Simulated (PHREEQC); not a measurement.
Consider water at 20 °C with 0.006 mol KOH per kg of water. It is in equilibrium with CO2 at log p = -1 (atm). Otherwise closed; pH follows from the charge balance.

Equilibrium calculation in PHREEQC: ion-association model, wateq4f.dat.

```csv
quantity,before,after
pH,6.53,4.69
ionic strength (mol/kgw),0.00600,8.06e-5
HCO3- (mol/kgw),0.00600,8.06e-5
CO3-2 (mol/kgw),1.09e-6,1.72e-10
```

Question: Which change was made?
A) diluted 100-fold with water
B) temperature from 20 to 35 °C
C) diluted 10-fold with water
D) diluted 2-fold with water
E) 0.0011 mol/kgw RbCl added

Answer: A, diluted 100-fold with water

Precipitation was switched off in this run.
